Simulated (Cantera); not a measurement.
Input: 1 mol CH3Cl, 0.52 mol H2, held at 2700 °C and 0.158 Torr.

These are equilibrium values from Cantera (NASA tables, ideal gas, pure condensed phases), not measurements of a reactor. Candidate condensed phases: C, C6H6, C7H8, C8H18; 91 gas species. The numbers say what is thermodynamically allowed, not how fast it happens.

Base state: H 0.713, Cl 0.178, C 0.0576, C3 0.0329, C2 0.0107, H2 0.00506, HCl 0.00185, C2H 0.000649 (mole fractions); condensed: gas only.

Task: What changes in the equilibrium state with this change: H2 from 0.52 to 4.6 mol?

Result: 
```tsv
species	before	after
H	0.713	0.869
Cl	0.178	0.0717
C	0.0576	0.0370
C3	0.0329	0.00868
C2	0.0107	0.00442
C5	5.31e-5	5.76e-6
C4	3.18e-5	5.39e-6
```

Task: What changes in the equilibrium state with this change: H2 from 0.52 to 3 mol?

Result: 
| species | before | after |
|---|---|---|
| H | 0.713 | 0.836 |
| Cl | 0.178 | 0.0935 |
| C | 0.0576 | 0.0425 |
| C3 | 0.0329 | 0.0132 |
| C2 | 0.0107 | 0.00584 |
| C5 | 5.31e-5 | 1.15e-5 |
| C4 | 3.18e-5 | 9.39e-6 |
| HCl | 0.00185 | 0.00114 |
| C2H | 0.000649 | 0.000413 |
